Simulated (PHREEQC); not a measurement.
0.019 g of hydrous ferric oxide (600 m²/g; 0.2 weak and 0.005 strong sites per Fe, Dzombak-Morel constants, diffuse double layer) in 1 kg of water with 0.005 mol/kgw of an inert sodium salt and 0.00011 mol/kgw NaF and 5.3e-06 mol/kgw ZnCl2, at 25 °C; the pH is set by adding NaOH or the inert anion's acid. Oxygen is held at 0.21 atm. No CO2 enters from the air. No solid was allowed to form.

Base run: PHREEQC, ion-association model, wateq4f.dat. Each further column changes one thing. The table gives Zn sorbed (%).

```tsv
pH	base	no electrostatic term (-no_edl)	background salt from 0.005 to 0.0005 mol/kgw	oxide from 0.019 to 0.095 g/kgw	3.9e-05 mol/kgw H3BO3 added
4	0.0	0.0	0.0	0.0	0.0
5.33	0.8	1.7	0.8	3.4	0.8
6	6.9	13.8	7.3	27.7	6.9
6.67	21.4	37.2	21.9	73.3	21.4
8	92.0	96.0	92.9	99.8	92.0
9.33	99.0	83.8	99.1	100.0	99.0
10	98.9	35.6	99.1	100.0	98.9
10.67	98.2	12.0	98.7	100.0	98.2
12	65.7	0.0	70.7	98.2	65.6
```

 Real BF4- forms and hydrolyses slowly; the run takes it at equilibrium.
